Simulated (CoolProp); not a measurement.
Saturation properties of C2F6 (R116).

The numbers come from the reference Helmholtz-energy equation of state, Lemmon 2006 in CoolProp. It is a short technical equation, of lower accuracy than the large ones.

```
T (°C)  p (MPa)  enthalpy of vaporisation (kJ/kg)  vapour Z
------  -------  --------------------------------  --------
-52.95   0.3288                             105.0    0.8967
-49.95   0.3710                             103.3    0.8876
-46.95   0.4171                             101.7    0.8780
-43.95   0.4674                             99.94    0.8678
-40.95   0.5220                             98.15    0.8570
-37.95   0.5814                             96.29    0.8457
-34.95   0.6455                             94.36    0.8338
-31.95   0.7149                             92.36    0.8212
-28.85   0.7921                             90.21    0.8075
-25.85   0.8727                             88.03    0.7935
-22.85   0.9591                             85.75    0.7788
-19.85    1.052                             83.36    0.7632
-16.85    1.151                             80.85    0.7468
-13.85    1.257                             78.20    0.7294
-10.85    1.370                             75.40    0.7109
```

It boils at -78.1 °C under 1 atm.
